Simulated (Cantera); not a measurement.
Input: 1 mol Nb, 0.11 mol O2, 61 mol H2, equilibrated at 10000 Pa.

Method: chemical equilibrium by Gibbs-energy minimisation in Cantera with the NASA 1993 tables (ideal gas, pure condensed phases). Candidate condensed phases: H2O, Nb, NbO, NbO2, Nb2O5; 12 gas species. Condensed phases not in the tables: N, O or C dissolved in the metal. Kinetics and transport are ignored. All values below are at 2127 °C.

Base state: H2 0.948, H 0.0490, H2O 0.00265, NbO2 0.000314, NbO 0.000216, OH 2.51e-5 (mole fractions); condensed: Nb(s).

Problem. What changes in the equilibrium state with this change: Nb replaced by Cr?

Solution. 
```json
[
 {"species": "H2", "before": "0.948", "after": "0.932"},
 {"species": "H", "before": "0.0490", "after": "0.0486"},
 {"species": "Cr", "before": "0", "after": "0.0157"},
 {"species": "H2O", "before": "0.00265", "after": "0.00337"},
 {"species": "NbO2", "before": "0.000314", "after": "0"},
 {"species": "NbO", "before": "0.000216", "after": "0"},
 {"species": "CrO", "before": "0", "after": "5.54e-5"},
 {"species": "Nb(s), mol", "before": "0.967", "after": "0"}
]
```
Further candidate phases: Cr, Cr2O3.
